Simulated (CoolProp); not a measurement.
Acetone along the isobar 5.1 MPa: density (kg/m³) from the reference equation and from simpler models built on Tc = 508.1 K, pc = 4.692 MPa, ω = 0.307; each cubic takes its own stable root.

The numbers come from the reference Helmholtz-energy equation of state, Lemmon 2006 in CoolProp. It is a short technical equation, of lower accuracy than the large ones.

```tsv
T (K)	phase	reference	van der Waals	Redlich-Kwong	Soave-Redlich-Kwong	Peng-Robinson
458.5	liquid	572.1	308.8	412.0	432.0	487.7
471.5	liquid	544.3	295.2	387.2	404.9	456.1
484.6	liquid	510.8	278.9	357.7	372.0	417.6
497.7	liquid	466.5	258.1	319.9	328.8	366.8
510.8	supercritical	376.8	225.7	257.5	252.0	275.4
523.8	supercritical	145.8	142.2	140.3	131.8	139.6
536.9	supercritical	118.3	116.0	115.9	109.8	115.5
550	supercritical	104.2	103.6	103.2	97.94	102.5
```
